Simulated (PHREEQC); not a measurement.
PHREEQC input (ion-association model, wateq4f.dat):

```
SOLUTION_MASTER_SPECIES
  An  An-  0  An  62.0  # stands for a non-complexing anion
SOLUTION_SPECIES
  An- = An-
    -log_k 0
    -gamma 3.0 0
PHASES
  Fix_H+
    H+ = H+
    -log_k 0
SOLUTION 1
  temp 25
  units mmol/kgw
  pH 7 charge
  Cl 0.162
  Pb 0.081
  Na 100
  An 100
END
SELECTED_OUTPUT 1
  -reset false
  -pH true
  -pe true
  -ionic_strength true
  -water true
  -totals Cl Na Pb
  -molalities Hfo_wOH Hfo_wOH2+ Hfo_wO- Hfo_sOH Hfo_sOH2+ Hfo_sO- Hfo_sOPb+ Hfo_wOPb+
  -saturation_indices Litharge Cotunnite Laurionite Halite
USER_PUNCH 1
  -headings sigma psi
  10 PUNCH EDL("sigma", "Hfo"), EDL("psi", "Hfo")
PRINT
  -reset false
USE solution 1
SURFACE 1
  Hfo_wOH 0.0101124 600 4.5
  Hfo_sOH 0.000252809
EQUILIBRIUM_PHASES 1
  Fix_H+ -4 HAn 10
    -force_equality true
  O2(g) -0.68 10
END
# ... the last block is repeated for the other 16 points of pH, with NaOH or the acid as the point needs
```

Selected output (columns that matter, 17 of 17 rows; pH added in front):

```
pH	mu	Cl	Na	Pb	m_Hfo_wOH	m_Hfo_wOH2+	m_Hfo_wO-	m_Hfo_sOH	m_Hfo_sOH2+	si_Litharge	si_Cotunnite	si_Halite	sigma	psi
4	0.10465	0.000162	0.1	5.7753e-06	0.0013114	0.0087964	4.4786e-06	2.3054e-05	0.00015464	-10.396	-8.7225	-6.5991	0.32242	0.14573
4.5	0.10388	0.000162	0.1	7.4224e-07	0.0025922	0.0074995	2.0526e-05	4.4286e-05	0.00012812	-10.286	-9.612	-6.5986	0.27472	0.13775
5	0.10304	0.000162	0.1	9.4545e-08	0.0041002	0.0059472	6.4759e-05	6.9788e-05	0.00010122	-10.18	-10.505	-6.5979	0.2167	0.12591
5.5	0.10225	0.000162	0.1	1.2544e-08	0.0054714	0.004488	0.00015281	9.3082e-05	7.6352e-05	-10.057	-11.382	-6.5974	0.16046	0.11098
6	0.10158	0.000162	0.1	1.7071e-09	0.0065065	0.003313	0.00029273	0.00011068	5.6359e-05	-9.9251	-12.249	-6.5969	0.11267	0.093651
6.5	0.10105	0.000162	0.1	2.3442e-10	0.0071754	0.0024567	0.00048011	0.00012206	4.1792e-05	-9.7952	-13.119	-6.5965	0.074737	0.07427
7	0.10064	0.000162	0.1	3.2645e-11	0.0075445	0.0018706	0.00069707	0.00012834	3.1822e-05	-9.6769	-14	-6.5962	0.045549	0.052983
7.5	0.10032	0.000162	0.1	4.898e-12	0.0077128	0.0014762	0.00092316	0.0001312	2.5112e-05	-9.574	-14.897	-6.5959	0.022996	0.030055
8	0.1001	0.000162	0.10004	9.1093e-13	0.0077621	0.0011955	0.0011545	0.00013204	2.0338e-05	-9.4824	-15.806	-6.5956	0.0043867	0.0060584
8.5	0.10035	0.000162	0.10054	2.4232e-13	0.0077296	0.00096682	0.0014157	0.00013149	1.6447e-05	-9.3902	-16.714	-6.5936	-0.01342	-0.018172
9	0.10064	0.000162	0.10112	9.6563e-14	0.0076008	0.00075253	0.0017587	0.0001293	1.2802e-05	-9.2814	-17.605	-6.5914	-0.033676	-0.041745
9.5	0.10103	0.00016199	0.10186	6.051e-14	0.0073132	0.00054321	0.0022555	0.00012441	9.2407e-06	-9.1399	-18.464	-6.5885	-0.059342	-0.06394
10	0.10159	0.00016199	0.10289	6.5009e-14	0.006773	0.00035185	0.0029868	0.00011522	5.9853e-06	-8.9513	-19.276	-6.5845	-0.092882	-0.084331
10.5	0.10247	0.00016199	0.10438	1.2751e-13	0.0058934	0.00019792	0.0040201	0.00010025	3.3669e-06	-8.7014	-20.027	-6.579	-0.13604	-0.1027
11	0.10411	0.00016198	0.10675	5.4001e-13	0.0046482	9.2159e-05	0.0053708	7.9073e-05	1.5677e-06	-8.3695	-20.696	-6.5704	-0.18898	-0.11874
11.5	0.10779	0.00016198	0.11127	6.1447e-12	0.0031389	3.2525e-05	0.0069395	5.3396e-05	5.5329e-07	-7.9173	-21.247	-6.555	-0.24818	-0.13165
12	0.11771	0.00016197	0.12196	1.8735e-10	0.0016546	7.4236e-06	0.0084486	2.8147e-05	1.2629e-07	-7.2758	-21.613	-6.5218	-0.30396	-0.13972
```
